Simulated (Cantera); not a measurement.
Feed: 1 mol Al, 0.67 mol HCl, 570 mol H₂, held at 1000 °C and 2.70 Torr.

Method: chemical equilibrium by Gibbs-energy minimisation in Cantera with the NASA 1993 tables (ideal gas, pure condensed phases). Candidate condensed phases: Al, AlCl₃; 12 gas species. Rates play no part.

Base state: H₂ 0.999, AlCl 0.00117, Al 4.42e-5, H 1.19e-5 (mole fractions); condensed: Al(l).

What changes in the equilibrium state with this change: HCl from 0.67 to 2.1 mol?


```tsv
species	before	after
H₂	0.999	0.997
HCl	6.63e-7	0.00173
AlCl	0.00117	0.00162
AlCl₃	<1e-9	5.95e-5
AlCl₂	1.86e-8	6.72e-5
Al	4.42e-5	2.33e-8
Al(l), mol	0.300	0
```
The tables' values for AlCl₂ are old estimates; treat these amounts as uncertain.

What changes in the equilibrium state with this change: Al replaced by AlCl₃?


```json
[
 {"species": "H₂", "before": "0.999", "after": "0.994"},
 {"species": "HCl", "before": "6.63e-7", "after": "0.00400"},
 {"species": "AlCl", "before": "0.00117", "after": "0.00135"},
 {"species": "AlCl₃", "before": "<1e-9", "after": "0.000265"},
 {"species": "AlCl₂", "before": "1.86e-8", "after": "0.000129"},
 {"species": "Al", "before": "4.42e-5", "after": "8.43e-9"},
 {"species": "H", "before": "1.19e-5", "after": "1.19e-5"},
 {"species": "Al(l), mol", "before": "0.300", "after": "0"}
]
```
The tables' values for AlCl₂ are old estimates; treat these amounts as uncertain.
